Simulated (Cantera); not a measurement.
Input: 1 mol CO, 0.28 mol O2, a varied amount of H2, at 252 °C and 133 Pa.

Cantera equilibrium calculation (NASA polynomials, part measured and part estimated; ideal gas, pure solids and liquids). Candidate condensed phases: C, C6H6, C7H8, C8H18, H2O; 110 gas species. The numbers say what is thermodynamically allowed, not how fast it happens.

x: gas mole fraction; n: condensed amount in mol.

```tsv
n(H2) (mol)	x H2	x H2O	x CO2	x CH4	x CO	n C(graphite)
1.5	0.248	0.447	0.222	0.0813	[?]	0.468
3.5	0.377	0.369	0.0653	0.188	[?]	0.208
5.4	0.477	0.304	0.0184	0.200	[?]	0
7.4	0.609	0.236	0.00318	0.152	[?]	0
9.4	0.698	0.184	0.000869	0.118	[?]	0
11	0.745	0.155	0.000402	0.0995	[?]	0
13	0.787	0.130	0.000188	0.0831	[?]	0
15	0.817	0.111	0.000102	0.0713	[?]	0
17	0.840	0.0974	6.15e-5	0.0624	[?]	0
19	0.858	0.0866	3.98e-5	0.0555	[?]	0
21	0.872	0.0779	2.72e-5	0.0500	[?]	0
23	0.884	0.0709	1.94e-5	0.0454	[?]	0
```

Task: Complete the blanks.

Result: 
- 1.5, x CO: 0.00142
- 3.5, x CO: 0.000768
- 5.4, x CO: 0.000333
- 7.4, x CO: 9.43e-5
- 9.4, x CO: 3.80e-5
- 11, x CO: 2.22e-5
- 13, x CO: 1.31e-5
- 15, x CO: 8.64e-6
- 17, x CO: 6.10e-6
- 19, x CO: 4.53e-6
- 21, x CO: 3.49e-6
- 23, x CO: 2.78e-6
